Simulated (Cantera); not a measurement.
Charge: 1 mol AlN, 1.2 mol H2O, 0.81 mol N2, held at 1300 K and 0.100 bar.

Method: chemical equilibrium by Gibbs-energy minimisation in Cantera with the NASA 1993 tables (ideal gas, pure condensed phases). Candidate condensed phases: Al, AlN, Al2O3, H2O; 35 gas species. Mutual solubility and eutectic melting of coexisting phases are not modelled. Rates play no part.

Problem. What is the equilibrium state?

Solution. 
- x(N2) = 0.502
- x(H2) = 0.498
- x(NH3) = 3.09e-6
- x(H) = 2.47e-6
- x(H2O) = 1.42e-6
- n(AlN(s)) = 0.200 mol
- n(Al2O3(s)) = 0.400 mol
- gas amount = 2.410 mol
- log10 activity of Al(l) (absent) = -6.44
